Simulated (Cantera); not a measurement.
An isothermal plug-flow reactor at 575 K and 1.00 atm (inlet), inlet velocity 0.086 m/s, active area per volume 3400 1/m; feed CO : O2 : N2 : H2O = 0.018 : 0.012 : 0.79 : 0.03 (molar parts), equivalence ratio 0.75.

Computed with Cantera and Deutschmann's 1995 Pt surface mechanism with GRI-Mech 3.0 gas chemistry. Catalytic surfaces can have several steady states; this one follows from the mechanism file's or the stated starting coverage. Mass transfer to the wall is taken as infinitely fast.

What does this change do: area per volume 3400 to 2100 1/m?


```
quantity                 before    after
----------------------  -------  -------
x(CO) at z = 0.089 m     0.0128   0.0162
x(O2) at z = 0.089 m    0.00994   0.0116
x(H2O) at z = 0.089 m    0.0354   0.0354
x(CO2) at z = 0.089 m   0.00847  0.00506
θ(free Pt) at the exit  0.00382  0.00340
θ(CO*) at the exit        0.995    0.996
```

What does this change do: CO 0.018 to 0.008 parts?


```csv
quantity,before,after
x(CO) at z = 0.089 m,0.0128,8.09e-5
x(O2) at z = 0.089 m,0.00994,0.00961
x(H2O) at z = 0.089 m,0.0354,0.0359
x(CO2) at z = 0.089 m,0.00847,0.00949
θ(free Pt) at the exit,0.00382,0.00138
```
